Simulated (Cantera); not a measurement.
Feed: 1 mol BCl3, 8.9 mol H2O, 1.1 mol N2, at 1525 K and 1.00 bar.

These are equilibrium values from Cantera (NASA tables, ideal gas, pure condensed phases), not measurements of a reactor. Candidate condensed phases: B, BN, B2O3, B3O3H3, H2O, NH4Cl; 49 gas species. Gases not in the tables: H3BO3. The numbers say what is thermodynamically allowed, not how fast it happens.

Base state: H2O 0.621, HCl 0.258, N2 0.0946, HBO2 0.0238, (HBO2)3 0.00213, Cl 0.000300, H2 0.000266, O2 3.77e-5 (mole fractions); condensed: B2O3(l).

What changes in the equilibrium state with this change: temperature from 1525 K to 1623.15 K?


```
species        before     after
------------  -------  --------
H2O             0.621     0.599
HCl             0.258     0.254
N2             0.0946    0.0932
HBO2           0.0238    0.0511
B2O3          3.59e-5  0.000220
BOCl          8.19e-6   2.86e-5
OH            2.80e-5   7.40e-5
O2            3.77e-5   8.90e-5
NO            6.41e-6   1.51e-5
B2O3(l), mol    0.324     0.167
```
The tables' values for BOCl are old estimates; treat these amounts as uncertain.

What changes in the equilibrium state with this change: temperature from 1525 K to 1323 K?


```json
[
 {"species": "H2O", "before": "0.621", "after": "0.636"},
 {"species": "HCl", "before": "0.258", "after": "0.261"},
 {"species": "N2", "before": "0.0946", "after": "0.0957"},
 {"species": "HBO2", "before": "0.0238", "after": "0.00322"},
 {"species": "(HBO2)3", "before": "0.00213", "after": "0.00388"},
 {"species": "B2O3", "before": "3.59e-5", "after": "3.48e-7"},
 {"species": "OH", "before": "2.80e-5", "after": "2.16e-6"},
 {"species": "O2", "before": "3.77e-5", "after": "3.28e-6"},
 {"species": "Cl", "before": "0.000300", "after": "5.14e-5"},
 {"species": "H2", "before": "0.000266", "after": "4.56e-5"},
 {"species": "B2O3(l), mol", "before": "0.324", "after": "0.414"}
]
```
